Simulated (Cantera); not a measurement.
**Thermal oxidation and active oxidation of silicon: Si + N₂O + N₂ + H₂O**

Input: 1 mol Si, 0.52 mol N₂O, 33 mol N₂, 0.0013 mol H₂O, at 72.0 Pa.

These are equilibrium values from Cantera (NASA tables, ideal gas, pure condensed phases), not measurements of a reactor. Candidate condensed phases: H₂O, Si, SiO₂, Si₂N₂O, Si₃N₄; 35 gas species. Mutual solubility and eutectic melting of coexisting phases are not modelled. The tables hold silica as quartz up to 1696 K and as liquid above; real silica turns to tridymite and cristobalite and melts near 1996 K. Equilibrium is a limit: real reactors are often held back by kinetics, nucleation or transport.

```tsv
T (K)	x N₂	x SiO	x H₂	x H	x Si	x SiN	x Si₂N	x H₂O	n SiO₂(β-quartz)	n Si₂N₂O(s)
1225	1.000	3.96e-6	3.93e-5	7.28e-8	<1e-12	<1e-12	<1e-12	1.32e-9	0.0142	0.493
1250	1.000	1.07e-5	3.93e-5	1.13e-7	<1e-12	<1e-12	<1e-12	1.42e-9	0.0141	0.493
1275	1.000	2.77e-5	3.93e-5	1.72e-7	<1e-12	<1e-12	<1e-12	1.54e-9	0.0139	0.493
1300	1.000	6.94e-5	3.92e-5	2.58e-7	2.59e-12	<1e-12	<1e-12	1.65e-9	0.0134	0.492
1325	1.000	0.000167	3.92e-5	3.81e-7	9.91e-12	<1e-12	<1e-12	1.77e-9	0.0124	0.491
1350	1.000	0.000391	3.91e-5	5.55e-7	3.61e-11	2.53e-12	<1e-12	1.89e-9	0.00989	0.489
1375	0.999	0.000884	3.89e-5	7.97e-7	1.25e-10	7.72e-12	<1e-12	2.01e-9	0.00445	0.483
1400	0.999	0.00129	3.87e-5	1.13e-6	6.27e-10	3.41e-11	<1e-12	9.35e-10	0	0.479
1425	0.999	0.00129	3.85e-5	1.58e-6	4.25e-9	2.05e-10	<1e-12	2.17e-10	0	0.479
1450	0.999	0.00129	3.82e-5	2.18e-6	2.70e-8	1.16e-9	1.03e-11	5.28e-11	0	0.479
1475	0.999	0.00129	3.78e-5	2.97e-6	1.61e-7	6.17e-9	1.81e-10	1.35e-11	0	0.479
1500	0.999	0.00129	3.73e-5	4.01e-6	8.99e-7	3.10e-8	2.86e-9	3.59e-12	0	0.479
```
x: gas mole fraction; n: condensed amount in mol.

From 1225 K to 1375 K the condensed part is SiO₂(β-quartz) + Si₂N₂O(s). From 1400 K to 1500 K the condensed part is Si₂N₂O(s). The main Si-bearing gas is SiO throughout.
